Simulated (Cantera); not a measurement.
Charge: 1 mol Al2O3, 0.62 mol H2, held at 7.50 Torr.

Cantera equilibrium calculation (NASA polynomials, part measured and part estimated; ideal gas, pure solids and liquids). Candidate condensed phases: Al, Al2O3, H2O; 19 gas species. The tables' values for AlOH are old estimates; treat these amounts as uncertain. Equilibrium is a limit: real reactors are often held back by kinetics, nucleation or transport.

Q: At 2623 K, list the 6 most abundant gas species with their mole fractions, and the condensed phases.

A: H2 0.613, H 0.330, H2O 0.0282, Al 0.0146, Al2O 0.00446, OH 0.00359. Condensed: Al2O3(l).
